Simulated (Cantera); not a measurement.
Input (Python, Cantera) and output of one run.

```python
import numpy as np
import cantera as ct

gas_names = """
    AL ALN ALO ALO2 AL2 AL2O AL2O2 N NO NO2 NO3 N2 N2O O O2 O3 Si SiN SiO SiO2 Si2 Si2N Si3
""".split()
cond_names = """
    AL(cr) AL(L) ALN(s) AL2O3(a) AL2O3(L) AL2SiO5(an) AL6Si2O13(s) Si(cr) Si(L) SiO2(Lqz) SiO2(hqz)
    SiO2(L) Si2N2O(s) Si3N4(a)
""".split()


# ... load() reads the species with a 1 bar reference pressure and builds the phases ...
atoms = {
    'SiO2': {'Si': 1, 'O': 2},
    'Al2O3': {'AL': 2, 'O': 3},
    'N2': {'N': 2},
}
top_T = {'ALN(s)': 2750, 'AL2SiO5(an)': 2000, 'AL6Si2O13(s)': 2100, 'Si2N2O(s)': 2100, 'Si3N4(a)': 2400}  # K; cautious upper limits of use, not melting points


# ... equilibrate(T, P, feed) seeds the gas with the atoms and calls Mixture.equilibrate('TP', solver="vcs", rtol=1e-11, max_steps=5000) ...
results = []
feed = {'SiO2': 1, 'Al2O3': 0.57, 'N2': 0.3}  # mol
P = 9700  # Pa
for T in [1323, 1398, 1473, 1548, 1623, 1698, 1773, 1848]:
    mix = equilibrate(T, P, feed)
    results.append((T, P, feed, dict(zip(mix.species_names, mix.species_moles))))

top = {s: max(r[3][s] / sum(r[3][g] for g in gas_names) for r in results) for s in gas_names}
cols = sorted((s for s in top if top[s] > 1e-06), key=lambda s: -top[s])[:9]
seen = [c for c in cond_names if any(r[3].get(c, 0) > 1e-12 for r in results)]
print("log10 of partial pressures in bar; condensed amounts in mol")
print(f"{'T/K':>10s}" + "".join(f"{s[:9]:>10s}" for s in cols + seen))
for T, P, feed, n in results:
    ng = sum(n[g] for g in gas_names)
    print(f"{T:10.4g}" + "".join(f"{np.log10(max(n[s] / ng * P / 1e5, 1e-99)):10.3f}" for s in cols)
          + "".join(f"{n.get(c, 0):10.4g}" for c in seen))
```

Result:

```
log10 of partial pressures in bar; condensed amounts in mol
       T/K        N2       SiO        NO        O2 AL6Si2O13 SiO2(hqz)   SiO2(L)
      1323    -1.013   -10.819   -10.819   -14.729      0.19      0.62         0
      1398    -1.013    -9.881    -9.882   -13.242      0.19      0.62         0
      1473    -1.013    -9.039    -9.042   -11.910      0.19      0.62         0
      1548    -1.013    -8.279    -8.285   -10.712      0.19      0.62         0
      1623    -1.013    -7.589    -7.602    -9.630      0.19      0.62         0
      1698    -1.013    -6.957    -6.984    -8.654      0.19         0      0.62
      1773    -1.013    -6.380    -6.429    -7.783      0.19         0      0.62
      1848    -1.013    -5.842    -5.929    -7.001      0.19         0      0.62
```

Method: chemical equilibrium by Gibbs-energy minimisation in Cantera with the NASA 1993 tables (ideal gas, pure condensed phases). Mutual solubility and eutectic melting of coexisting phases are not modelled. The tables hold silica as quartz up to 1696 K and as liquid above; real silica turns to tridymite and cristobalite and melts near 1996 K. Condensed phases not in the tables: alloys, solid solutions and most ternary compounds.
